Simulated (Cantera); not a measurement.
## Thermodynamics of tantalum, niobium, vanadium and zirconium in process gases, feed Ta + O₂ + H₂

Input: 1 mol Ta, 2.2 mol O₂, 12 mol H₂, held at 923.15 K and 0.173 Torr.

Equilibrium computed with Cantera from the NASA thermochemical tables; the gas is ideal and each condensed phase is pure. Candidate condensed phases: H₂O, Ta, Ta₂O₅; 12 gas species. The numbers say what is thermodynamically allowed, not how fast it happens.

| Quantity | Result |
|---|---|
| x(H₂) | 0.842 |
| x(H₂O) | 0.158 |
| n(Ta₂O₅(s)) | 0.500 mol |
| gas amount | 12.00 mol |
| log10 activity of Ta(s) (absent) | -16.68 |
